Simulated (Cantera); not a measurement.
A perfectly stirred reactor is fed with CH₄ : O₂ : N₂ = 1 : 2.47 : 9.28 (molar parts), equivalence ratio 0.81, at 10.0 bar; it is adiabatic with a 300 K inlet, and is followed from long to short residence time, starting on the burning branch (τ in s: 0.25, 0.089, 0.031, 0.011, 0.0039, 0.0014, 0.00048, 0.00017, 5.9e-05).

Cantera simulation using GRI-Mech 3.0 (53 species, 325 reactions); the numbers are that mechanism's predictions, not measurements.

### Question
What does this change do: 1.2 parts H2 added?

### Answer
| quantity | before | after |
|---|---|---|
| blow-out, bracketed by the residence times tried | burning at 59.0 µs, the shortest tried | burning at 59.0 µs, the shortest tried |
| x(CH₄) at τ = 0.250 s | 6.88e-7 | 7.28e-7 |
| x(O₂) at τ = 0.250 s | 0.0364 | 0.000389 |
| x(NO) at τ = 0.250 s | 0.000719 | 0.000599 |
| x(H₂) at τ = 0.250 s | 9.44e-5 | 0.00842 |
| x(NO₂) at τ = 0.250 s | 1.59e-6 | 8.89e-8 |
| x(CH₄) at τ = 3.90 ms | 2.82e-5 | 1.96e-5 |
| x(O₂) at τ = 3.90 ms | 0.0371 | 0.00139 |
| x(NO) at τ = 3.90 ms | 5.20e-5 | 0.000396 |
| x(H₂) at τ = 3.90 ms | 0.000268 | 0.00927 |
| x(NO₂) at τ = 3.90 ms | 1.73e-7 | 1.05e-7 |
